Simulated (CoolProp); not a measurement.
Vapour-liquid equilibrium of R245fa (1) + n-pentane (2) at 48.15 °C; x and y are mole fractions of (1).

Computed with CoolProp (multi-fluid Helmholtz-energy mixture model, Akasaka 2015 and Thol 2019; pair parameters Bell 2016).

Q: Give the bubble pressure and the first vapour's composition at x = 0.05, 0.65, 0.8. Is there an azeotrope?

A: x = 0.05: 2.203 bar, y = 0.332; x = 0.65: 3.741 bar, y = 0.695; x = 0.8: 3.727 bar, y = 0.754. y crosses x between x = 0.65 and 0.8: the model has an azeotrope there.

Pair parameters are fitted to limited data, so mixtures are less certain than the pure fluids. With so large a gap from Raoult's law the liquid may split in two, which this calculation doesn't test in full.
